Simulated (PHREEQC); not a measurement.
Solution (25 °C): 0.62 mol/kgw KCl, 1.5 mol/kgw SrCl2 and 0.54 mol/kgw MgCl2. Closed to the air; pH follows from the charge balance.

All values are PHREEQC results (Pitzer model, pitzer.dat), not measurements.

Question: The ionic strength comes out as 6.74 mol/kgw. What activity coefficients do Mg+2, Sr+2, K+, Cl- get?

Answer: Mg+2 2.6, Sr+2 1.3, K+ 0.91, Cl- 0.63. Single-ion values are on the MacInnes scale.

Precipitation was switched off in this run. Species that the database lacks are ignored.
